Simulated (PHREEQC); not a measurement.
Solution (25 °C): 15 mmol/kgw CuCl2 and 1.7 mmol/kgw Na2SO4. Closed to the air; pH follows from the charge balance.

Equilibrium calculation in PHREEQC: ion-association model, wateq4f.dat.

| quantity | before | after |
|---|---|---|
| pH | 4.69 | 5.09 |
| SO4-2 (mol/kgw) | 0.00103 | 0.00138 |
| CuSO4 (mol/kgw) | 0.000663 | 0.000308 |
| CuCl+ (mol/kgw) | 0.000535 | 2.76e-5 |
| SI of Tenorite (CuO) | -0.41 | -0.20 |
| SI of Atacamite (Cu2(OH)3Cl) | +0.76 | +0.13 |

Name the change that produced these shifts.
A) CuCl2 from 0.015 to 0.0225 mol/kgw
B) temperature from 25 to 35 °C
C) Na2SO4 from 0.0017 to 0.00255 mol/kgw
D) temperature from 25 to 70 °C
E) CuCl2 from 0.015 to 0.003 mol/kgw

E, CuCl2 from 0.015 to 0.003 mol/kgw

No solid was allowed to form. Some of these states are supersaturated (in Atacamite, Antlerite, Brochantite, for instance).
